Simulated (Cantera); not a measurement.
A closed system holds: 1 mol SiCl4, 1.1 mol Cl2, 0.49 mol H2, at 1575 K and 1.00 bar.

These are equilibrium values from Cantera (NASA tables, ideal gas, pure condensed phases), not measurements of a reactor. Candidate condensed phases: Si; 19 gas species. The tables' values for SiCl3 are old estimates; treat these amounts as uncertain. Kinetics and transport are ignored.

Base state: SiCl4 0.378, HCl 0.370, Cl2 0.209, Cl 0.0432, SiCl3 7.01e-5 (mole fractions); condensed: gas only.

Question: What changes in the equilibrium state with this change: H2 from 0.49 to 0.82 mol?

Answer: 
| species | before | after |
|---|---|---|
| HCl | 0.370 | 0.554 |
| SiCl4 | 0.378 | 0.338 |
| Cl2 | 0.209 | 0.0812 |
| Cl | 0.0432 | 0.0269 |
| SiCl3 | 7.01e-5 | 0.000100 |
